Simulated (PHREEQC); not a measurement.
A made-up water analysis in mmol/kgw, 25 °C, pH 3.93, pe 12.4: Na 30; K 2.59; Ca 15.5; Mg 5.9; Cl 9.18; S(6) 32.9; Zn 0.152; Pb 0.0387; Cu(2) 2.17; Fe(3) 0.13.

Valence states are taken as typed.

All values are PHREEQC results (ion-association model, phreeqc.dat), not measurements.

This is a speciation only: nothing precipitates in the calculation.

Task: Estimate the ionic strength, specific conductance, charge-balance error.

Result: ionic strength 0.0943 mol/kgw; specific conductance 5670 µS/cm; charge-balance error 4.9 %.

Task: In which forms is Fe present?

Result: Fe(OH)2+ 40 %, FeOH+2 29 %, FeSO4+ 24 %, Fe(SO4)2- 4.4 %, Fe+3 1.1 % of the Fe.

Examples of supersaturated solids here: Jarosite-K, Anglesite. Others may be too. Complexes and solids missing from the database can't appear.
